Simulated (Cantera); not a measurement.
Input (Python, Cantera):

```python
import numpy as np
import cantera as ct

gas = ct.Solution("gri30.yaml")
gas.TPX = 375, 500000, {'CH4': 1, 'H2': 0.44, 'O2': 2.02, 'N2': 7.59}
inlet = ct.Reservoir(gas, clone=True)
gas.equilibrate("HP")  # start burning
reactor = ct.IdealGasConstPressureReactor(gas, energy="on", clone=False)
exhaust = ct.Reservoir(gas, clone=True)
tau = [0.023, 0.01, 0.0045, 0.002, 0.00088, 0.00039, 0.00017, 7.5e-05, 3.3e-05, 1.5e-05][0]
for a, b in ((inlet, reactor), (reactor, exhaust)):
    ct.MassFlowController(a, b, mdot=lambda t: reactor.mass / tau)
net = ct.ReactorNet([reactor])
show = ['CH4', 'H2', 'O2', 'H2O2', 'C2H2', 'HO2', 'CO']

rows = []
print(f"{'tau/s':>10s}{'T/K':>9s}" + "".join(f"{s:>11s}" for s in show))
for tau in [0.023, 0.01, 0.0045, 0.002, 0.00088, 0.00039, 0.00017, 7.5e-05, 3.3e-05, 1.5e-05]:
    net.initial_time = 0.0
    net.advance(30 * tau)
    before = gas.X
    net.advance(40 * tau)
    drift = np.max(np.abs(gas.X - before) / (gas.X + 1e-9))
    rows.append([gas.T, *gas[show].X, drift])
    print(f"{tau:10.3e}{gas.T:9.1f}" + "".join(f"{x:11.3e}" for x in gas[show].X))
```

Output:

```
     tau/s      T/K        CH4         H2         O2       H2O2       C2H2        HO2         CO
 2.300e-02   2287.1  1.058e-05  1.368e-02  5.122e-04  5.653e-08  2.698e-08  2.574e-07  2.447e-02
 1.000e-02   2279.8  1.746e-05  1.393e-02  7.926e-04  8.051e-08  6.313e-08  4.352e-07  2.482e-02
 4.500e-03   2268.8  2.732e-05  1.432e-02  1.241e-03  1.167e-07  1.246e-07  7.616e-07  2.538e-02
 2.000e-03   2252.5  4.312e-05  1.493e-02  1.957e-03  1.701e-07  2.304e-07  1.364e-06  2.623e-02
 8.800e-04   2229.0  7.017e-05  1.581e-02  3.052e-03  2.443e-07  4.182e-07  2.434e-06  2.748e-02
 3.900e-04   2197.1  1.184e-04  1.700e-02  4.626e-03  3.410e-07  7.685e-07  4.235e-06  2.920e-02
 1.700e-04   2153.9  2.146e-04  1.854e-02  6.909e-03  4.688e-07  1.539e-06  7.334e-06  3.158e-02
 7.500e-05   2098.7  4.237e-04  2.035e-02  1.022e-02  6.361e-07  3.579e-06  1.270e-05  3.490e-02
 3.300e-05   2021.0  1.042e-03  2.258e-02  1.624e-02  8.986e-07  1.247e-05  2.461e-05  4.051e-02
 1.500e-05    375.0  9.050e-02  3.982e-02  1.828e-01  4.571e-19  1.949e-18  2.534e-18  4.971e-16
```

Cantera simulation using GRI-Mech 3.0 (53 species, 325 reactions); the numbers are that mechanism's predictions, not measurements.
